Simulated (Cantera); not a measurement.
A Cantera script and what it prints.

```python
import numpy as np
import cantera as ct

gas_names = """
    CL CL2 H HCL H2 Si SiCL SiCL2 SiCL3 SiCL4 SiH SiHCL3 SiH2 SiH2CL2 SiH3 SiH3CL SiH4 Si2 Si3
""".split()
cond_names = """
    Si(cr) Si(L)
""".split()


def load(file, names, dense=False):
    # The tables refer to 1 bar. Condensed volumes are neglected.
    table = {s.name: s for s in ct.Species.list_from_file(file)}
    out = []
    for n in names:
        d = dict(table[n].input_data)
        d["thermo"] = dict(d["thermo"], **{"reference-pressure": 1e5})
        if dense:
            d["equation-of-state"] = {"model": "constant-volume", "density": "1e6 g/cm^3"}
        out.append(ct.Species.from_dict(d))
    return out


gas = ct.Solution(thermo="ideal-gas", species=load("nasa_gas.yaml", gas_names))
cond = {s.name: ct.Solution(thermo="fixed-stoichiometry", species=[s], name=s.name)
        for s in load("nasa_condensed.yaml", cond_names, dense=True)}
atoms = {
    'Si2H6': {'Si': 2, 'H': 6},
    'H2': {'H': 2},
    'Cl2': {'CL': 2},
}
top_T = {}  # K; cautious upper limits of use, not melting points


def equilibrate(T, P, feed):
    n = {}
    for name, mol in feed.items():
        for a, k in atoms[name].items():
            n[a] = n.get(a, 0.0) + k * mol
    gas.TPX = T, P, n
    mass = sum(n.values()) * gas.mean_molecular_weight
    gas.equilibrate("TP")
    valid = [c for c in cond.values() if c.min_temp <= T <= top_T.get(c.name, c.max_temp)]
    mix = ct.Mixture([(gas, mass / gas.mean_molecular_weight)] + [(c, 0.0) for c in valid])
    mix.T, mix.P = T, P
    mix.equilibrate("TP", solver="vcs", rtol=1e-11, max_steps=5000)
    return mix


results = []
feed = {'Si2H6': 1, 'H2': 460, 'Cl2': 0.32}  # mol
P = 1300  # Pa
for T in [1450, 1475, 1500, 1525, 1550, 1575, 1600, 1625, 1650, 1675, 1700, 1725]:
    mix = equilibrate(T, P, feed)
    results.append((T, P, feed, dict(zip(mix.species_names, mix.species_moles))))
    x = sorted(zip(gas.X, gas.species_names), reverse=True)
    print(f"T = {T:g} K  P = {P:g} Pa  gas = {mix.phase_moles(0):.4g} mol")
    print("   x: " + "  ".join(f"{s} {v:.3e}" for v, s in x if v > 1e-06))
    print("   condensed (mol): " + ("  ".join(f"{mix.phase(i).name} {mix.phase_moles(i):.4g}"
          for i in range(1, mix.n_phases) if mix.phase_moles(i) > 1e-12) or "none"))
```

Result:

```
T = 1450 K  P = 1300 Pa  gas = 463.3 mol
   x: H2 9.985e-01  HCL 1.370e-03  H 8.289e-05  SiCL2 5.793e-06
   condensed (mol): Si(cr) 1.997
T = 1475 K  P = 1300 Pa  gas = 463.3 mol
   x: H2 9.985e-01  HCL 1.369e-03  H 1.137e-04  SiCL2 5.912e-06  SiH2 1.078e-06
   condensed (mol): Si(cr) 1.996
T = 1500 K  P = 1300 Pa  gas = 463.4 mol
   x: H2 9.985e-01  HCL 1.369e-03  H 1.543e-04  SiCL2 6.027e-06  SiH2 1.496e-06
   condensed (mol): Si(cr) 1.996
T = 1525 K  P = 1300 Pa  gas = 463.4 mol
   x: H2 9.984e-01  HCL 1.369e-03  H 2.073e-04  SiCL2 6.139e-06  SiH2 2.053e-06  Si 1.452e-06
   condensed (mol): Si(cr) 1.995
T = 1550 K  P = 1300 Pa  gas = 463.4 mol
   x: H2 9.983e-01  HCL 1.368e-03  H 2.760e-04  SiCL2 6.248e-06  SiH2 2.788e-06  Si 2.555e-06
   condensed (mol): Si(cr) 1.994
T = 1575 K  P = 1300 Pa  gas = 463.4 mol
   x: H2 9.983e-01  HCL 1.368e-03  H 3.642e-04  SiCL2 6.353e-06  Si 4.416e-06  SiH2 3.750e-06  SiH 1.202e-06
   condensed (mol): Si(cr) 1.993
T = 1600 K  P = 1300 Pa  gas = 463.4 mol
   x: H2 9.981e-01  HCL 1.367e-03  H 4.764e-04  Si 7.500e-06  SiCL2 6.455e-06  SiH2 4.996e-06  SiH 1.862e-06
   condensed (mol): Si(cr) 1.99
T = 1625 K  P = 1300 Pa  gas = 463.5 mol
   x: H2 9.980e-01  HCL 1.367e-03  H 6.182e-04  Si 1.253e-05  SiH2 6.598e-06  SiCL2 6.554e-06  SiH 2.844e-06
   condensed (mol): Si(cr) 1.986
T = 1650 K  P = 1300 Pa  gas = 463.5 mol
   x: H2 9.978e-01  HCL 1.366e-03  H 7.959e-04  Si 2.061e-05  SiH2 8.638e-06  SiCL2 6.648e-06  SiH 4.287e-06
   condensed (mol): Si(cr) 1.981
T = 1675 K  P = 1300 Pa  gas = 463.6 mol
   x: H2 9.976e-01  HCL 1.365e-03  H 1.017e-03  Si 3.338e-05  SiH2 1.122e-05  SiCL2 6.739e-06  SiH 6.384e-06  CL 1.087e-06
   condensed (mol): Si(cr) 1.973
T = 1700 K  P = 1300 Pa  gas = 463.6 mol
   x: H2 9.973e-01  HCL 1.364e-03  H 1.291e-03  Si 5.220e-05  SiH2 1.415e-05  SiH 9.196e-06  SiCL2 6.686e-06  CL 1.373e-06  SiCL 1.319e-06
   condensed (mol): Si(L) 1.961
T = 1725 K  P = 1300 Pa  gas = 463.7 mol
   x: H2 9.969e-01  H 1.626e-03  HCL 1.364e-03  Si 7.809e-05  SiH2 1.719e-05  SiH 1.270e-05  SiCL2 6.434e-06  CL 1.723e-06  SiCL 1.674e-06
   condensed (mol): Si(L) 1.946
```

These are equilibrium values from Cantera (NASA tables, ideal gas, pure condensed phases), not measurements of a reactor. The feed counts by its element totals alone. Gases not in the tables: Si2H6 and higher silanes.
